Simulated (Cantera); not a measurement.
**Equilibrium for silicon carbide growth: SiH4 + C2H4 + H2**

Input: 1 mol SiH4, 0.086 mol C2H4, 130 mol H2, held at 1.33 mbar.

Equilibrium computed with Cantera from the NASA thermochemical tables; the gas is ideal and each condensed phase is pure. Candidate condensed phases: C, C6H6, C7H8, C8H18, Si, SiC; 87 gas species. Mutual solubility and eutectic melting of coexisting phases are not modelled. Gases not in the tables: Si2H6 and higher silanes. The numbers say what is thermodynamically allowed, not how fast it happens.

From 1598 K to 1673 K the condensed part is Si(s) + SiC(s). From 1748 K to 1823 K the condensed part is Si(l) + SiC(s). From 1898 K to 2048 K the condensed part is SiC(s). From 2123 K to 2573 K nothing is condensed. The main Si-bearing gas is Si throughout.

| T (K) | x H2 | x H | x Si | x C2H2 (acetylene) | n Si(s) | n SiC(s) | n Si(l) |
|---|---|---|---|---|---|---|---|
| 1598 | 0.998 | 0.00146 | 7.01e-5 | 2.93e-9 | 0.817 | 0.172 | 0 |
| 1673 | 0.997 | 0.00311 | 0.000313 | 1.01e-8 | 0.782 | 0.172 | 0 |
| 1748 | 0.993 | 0.00623 | 0.00109 | 3.98e-8 | 0 | 0.171 | 0.670 |
| 1823 | 0.985 | 0.0118 | 0.00332 | 1.49e-7 | 0 | 0.167 | 0.351 |
| 1898 | 0.973 | 0.0211 | 0.00578 | 1.26e-6 | 0 | 0.158 | 0 |
| 1973 | 0.958 | 0.0362 | 0.00583 | 2.48e-5 | 0 | 0.144 | 0 |
| 2048 | 0.934 | 0.0593 | 0.00641 | 0.000325 | 0 | 0.0231 | 0 |
| 2123 | 0.899 | 0.0932 | 0.00669 | 0.000428 | 0 | 0 | 0 |
| 2198 | 0.852 | 0.141 | 0.00666 | 0.000445 | 0 | 0 | 0 |
| 2273 | 0.789 | 0.204 | 0.00650 | 0.000443 | 0 | 0 | 0 |
| 2348 | 0.708 | 0.285 | 0.00625 | 0.000425 | 0 | 0 | 0 |
| 2423 | 0.613 | 0.380 | 0.00592 | 0.000393 | 0 | 0 | 0 |
| 2498 | 0.508 | 0.486 | 0.00555 | 0.000346 | 0 | 0 | 0 |
| 2573 | 0.400 | 0.595 | 0.00517 | 0.000279 | 0 | 0 | 0 |
x: gas mole fraction; n: condensed amount in mol.
